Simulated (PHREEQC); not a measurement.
Consider water at 20 °C with 0.017 mol/kgw K2SO4 and 0.0016 mol/kgw ZnSO4. Closed to the air; pH follows from the charge balance.

Computed with PHREEQC (ion-association model, wateq4f.dat).

```json
[
 {"quantity": "pH", "before": "6.35", "after": "6.07"},
 {"quantity": "ionic strength (mol/kgw)", "before": "0.0513", "after": "0.00547"},
 {"quantity": "SO4-2 (mol/kgw)", "before": "0.0162", "after": "0.00137"},
 {"quantity": "ZnOH+ (mol/kgw)", "before": "8.14e-7", "after": "9.55e-7"},
 {"quantity": "Zn(OH)2 (mol/kgw)", "before": "2.49e-8", "after": "1.74e-8"},
 {"quantity": "SI of Zincite(c) (ZnO)", "before": "-2.11", "after": "-2.27"},
 {"quantity": "SI of Zn(OH)2-e (Zn(OH)2)", "before": "-2.20", "after": "-2.36"}
]
```

**Question.** What was changed between the two runs?
A) 0.027 mol/kgw LiOH added
B) ZnSO4 from 0.0016 to 0.00144 mol/kgw
C) 0.0017 mol/kgw NaHCO3 added
D) K2SO4 left out
E) ZnSO4 from 0.0016 to 0.0024 mol/kgw

**Answer.** D, K2SO4 left out

No solid was allowed to form.
